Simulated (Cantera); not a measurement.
A Cantera script and what it prints.

```python
import numpy as np
import cantera as ct

gas_names = """
    H HO2 H2 H2O H2O2 H2S H2SO4 O OH O2 O3 S SH SO SO2 SO3 S2 S2O S8
""".split()
cond_names = """
    H2O(s) H2O(L) H2SO4(L) S(cr1) S(cr2) S(L)
""".split()


# ... load() reads the species with a 1 bar reference pressure and builds the phases ...
atoms = {
    'SO2': {'S': 1, 'O': 2},
    'H2': {'H': 2},
}
top_T = {}  # K; cautious upper limits of use, not melting points


# ... equilibrate(T, P, feed) seeds the gas with the atoms and calls Mixture.equilibrate('TP', solver="vcs", rtol=1e-11, max_steps=5000) ...
results = []
T = 1648  # K
P = 16000000  # Pa
for m in [0.053, 0.14, 0.24, 0.33, 0.42, 0.51, 0.61, 0.7, 0.79, 0.88, 0.97, 1.1]:
    feed = {'SO2': 1, 'H2': m}  # mol
    mix = equilibrate(T, P, feed)
    results.append((T, P, feed, dict(zip(mix.species_names, mix.species_moles))))

top = {s: max(r[3][s] / sum(r[3][g] for g in gas_names) for r in results) for s in gas_names}
cols = sorted((s for s in top if top[s] > 0.001), key=lambda s: -top[s])[:6]
seen = [c for c in cond_names if any(r[3].get(c, 0) > 1e-12 for r in results)]
print("log10 of partial pressures in bar; condensed amounts in mol")
print(f"{'n(H2)':>10s}" + "".join(f"{s[:9]:>10s}" for s in cols + seen))
for T, P, feed, n in results:
    ng = sum(n[g] for g in gas_names)
    print(f"{feed['H2']:10.4g}" + "".join(f"{np.log10(max(n[s] / ng * P / 1e5, 1e-99)):10.3f}" for s in cols)
          + "".join(f"{n.get(c, 0):10.4g}" for c in seen))
```

Output:

```
log10 of partial pressures in bar; condensed amounts in mol
     n(H2)       SO2       H2O        S2       H2S       S2O        H2
     0.053     2.175     0.902     0.121    -0.934    -0.136    -1.271
      0.14     2.129     1.291     0.534    -0.213     0.151    -0.757
      0.24     2.078     1.490     0.737     0.164     0.278    -0.481
      0.33     2.033     1.599     0.845     0.376     0.336    -0.323
      0.42     1.989     1.676     0.918     0.531     0.370    -0.205
      0.51     1.946     1.735     0.972     0.651     0.388    -0.112
      0.61     1.898     1.785     1.016     0.759     0.397    -0.026
       0.7     1.855     1.822     1.046     0.839     0.398     0.039
      0.79     1.813     1.852     1.069     0.908     0.395     0.097
      0.88     1.770     1.877     1.088     0.969     0.387     0.148
      0.97     1.726     1.899     1.101     1.022     0.376     0.195
       1.1     1.663     1.925     1.115     1.090     0.354     0.256
```

These are equilibrium values from Cantera (NASA tables, ideal gas, pure condensed phases), not measurements of a reactor. The ideal-gas law is rough above about 30 bar.
